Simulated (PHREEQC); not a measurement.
Solution (45 °C): 0.023 mol HCl, 0.00021 mol MnSO4 and 0.28 mol Na2SO4 per kg of water. Closed to the air; pH follows from the charge balance.

Equilibrium calculation in PHREEQC: ion-association model, phreeqc.dat.

Each row changes one thing in this solution. No solid was allowed to form.

```csv
case,pH,ionic strength (mol/kgw),SO4-2 (mol/kgw),HSO4- (mol/kgw)
as made,2.53,0.652,0.175,0.0191
Na2SO4 left out,(withheld),0.0235,6.96e-5,0.000139
diluted 2-fold with water,2.73,0.350,0.0991,0.00906
MnSO4 replaced by CaSO4 at the same molality,2.53,0.652,0.175,0.0191
temperature from 45 to 60 °C,2.66,0.647,0.172,0.0200
diluted 100-fold with water,3.79,0.00842,0.00269,5.13e-5
HCl from 0.023 to 0.046 mol/kgw,2.20,0.649,0.162,(withheld)
temperature from 45 to 50 °C,2.57,0.651,0.174,0.0194
temperature from 45 to 80 °C,2.85,0.643,0.170,0.0211
```

### Question
Some entries are withheld; supply them.

### Answer

- Na2SO4 left out, pH: 1.70
- HCl from 0.023 to 0.046 mol/kgw, HSO4- (mol/kgw): 0.0376

Constants without temperature data keep their 25 °C values here.
